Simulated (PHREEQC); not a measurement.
A solution holds 0.004 mol/kgw CuSO4, 0.24 mol/kgw H2SO4 and 0.0001 mol/kgw Na2SO4, at 40 °C. Closed to the air; pH follows from the charge balance.

Model: ion-association model, phreeqc.dat, run in PHREEQC.

Each row changes one thing in this solution. This is a speciation only: nothing precipitates in the calculation.

```
case                                   pH  ionic strength (mol/kgw)  SO4-2 (mol/kgw)  Na+ (mol/kgw)  NaSO4- (mol/kgw)
-----------------------------------  ----  ------------------------  ---------------  -------------  ----------------
as made                              0.69                     0.293           0.0234       0.000194           6.17e-6
temperature from 40 to 50 °C          [?]                     0.284           0.0191       0.000195           5.27e-6
CuSO4 from 0.004 to 0.002 mol/kgw    0.69                     0.289           0.0231       0.000194           6.10e-6
Na2SO4 from 0.0001 to 2e-05 mol/kgw  0.69                     0.293           0.0234        3.88e-5           1.23e-6
0.051 mol/kgw TMAH added              [?]                     0.302           0.0282       0.000193           7.29e-6
temperature from 40 to 60 °C          [?]                     0.277           0.0154       0.000196           4.42e-6
CuSO4 left out                       0.69                     0.285           0.0227       0.000194           6.04e-6
```

### Question
Some entries are withheld; supply them.

### Answer

- temperature from 40 to 50 °C, pH: 0.70
- 0.051 mol/kgw TMAH added, pH: 0.78
- temperature from 40 to 60 °C, pH: 0.71

(CH3)4N+ isn't in the database: it is added as a free cation with an ion size of 4 Å. Constants without temperature data keep their 25 °C values here.
